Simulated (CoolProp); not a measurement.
Saturation properties of propane.

Values from CoolProp's reference Helmholtz-energy equation of state, Lemmon 2009.

```csv
T (K),p (MPa),liquid density (kg/m³),enthalpy of vaporisation (kJ/kg),liquid viscosity (µPa s)
245,0.1804,564.4,410.3,169
255.5,0.2659,551.5,397.9,151
266,0.3790,538.1,384.6,[?]
276.6,0.5264,[?],370.0,121
287.1,0.7108,[?],354.1,109
297.6,0.9388,493.2,336.7,97.7
308.2,1.219,476.0,317.1,87.4
318.7,1.553,457.4,295.1,77.9
329.3,1.954,436.3,269.6,68.9
339.8,2.421,412.3,239.6,[?]
350.3,2.968,382.8,202.0,51.3
360.9,3.613,341.2,148.5,41.3
```

### Question
Fill in the missing entries.

### Answer

- 266, liquid viscosity (µPa s): 135
- 276.6, liquid density (kg/m³): 523.9
- 287.1, liquid density (kg/m³): 509.0
- 339.8, liquid viscosity (µPa s): 60.1

It boils at 231.0 K under 1 atm.

Viscosity comes from a separate model (Vogel 1998).
